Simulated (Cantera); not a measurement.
An isothermal, constant-pressure homogeneous reactor starts with N₂O : H₂ : N₂ = 1 : 0.036 : 6 (molar parts), at 1323 K and 0.0132 atm.

Detailed kinetics in Cantera: GRI-Mech 3.0 (53 species, 325 reactions). GRI-Mech 3.0 was tuned for natural gas; its chemistry of N2O as a main component is partial and can be far from experiment. Radical loss at walls, strong at low pressure, is not modelled. The mechanism lacks the step 2 NO + O2 → 2 NO2, which can matter for NO2 below about 1400 K. The temperature is held fixed by assumption; the heat of reaction is taken as removed at once.

### Question
Predict: x(N₂O) at 200 s; x(H₂) at 200 s; x(NO) at 200 s; x(NO₂) at 200 s; x(O₂) at 200 s.

### Answer
```json
{
  "x(N₂O) at 200 s": "4.88e-6 (gas-phase equilibrium 2.28e-9)",
  "x(H₂) at 200 s": "2.51e-8 (gas-phase equilibrium 2.14e-8)",
  "x(NO) at 200 s": "0.0174 (gas-phase equilibrium 0.000277)",
  "x(NO₂) at 200 s": "9.53e-6 (gas-phase equilibrium 1.74e-7)",
  "x(O₂) at 200 s": "0.0554 (gas-phase equilibrium 0.0640)"
}
```
